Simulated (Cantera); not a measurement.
Feed: 1 mol CsCl, a varied amount of O2, 3.9 mol H2, held at 1700 K and 308 Torr.

Equilibrium computed with Cantera from the NASA thermochemical tables; the gas is ideal and each condensed phase is pure. Candidate condensed phases: Cs, CsCl, CsOH, H2O; 22 gas species. Equilibrium is a limit: real reactors are often held back by kinetics, nucleation or transport.

At 1.4 mol O2, list the 5 most abundant gas species with their mole fractions, and the condensed phases.

H2O 0.568, H2 0.225, CsCl 0.196, HCl 0.00456, CsOH 0.00409. Condensed: gas only.
